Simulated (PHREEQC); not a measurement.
A PHREEQC speciation (ion-association model, wateq4f.dat) at 70 °C gives pH 4.05 and these molalities:

```csv
species,mol/kgw
Cl-,0.0498
Cu+2,0.0209
CuCl+,0.00777
CuCl2,0.000188
H+,0.000107
Cu2(OH)2+2,5.28e-5
```

### Question
What are the element totals, and what could have been dissolved in 1 kg of water to give them?

### Answer
Several could match; the one computed here: totals Cl 0.0580, Cu(2) 0.0290 mol/kgw, from 0.029 mol CuCl2 per kg of water.

Precipitation was switched off in this run. Saturation is exceeded, for instance for Atacamite; the values hold only as long as no solid forms. At this temperature some constants are extrapolated from 25 °C, and those without enthalpy data are left unchanged.
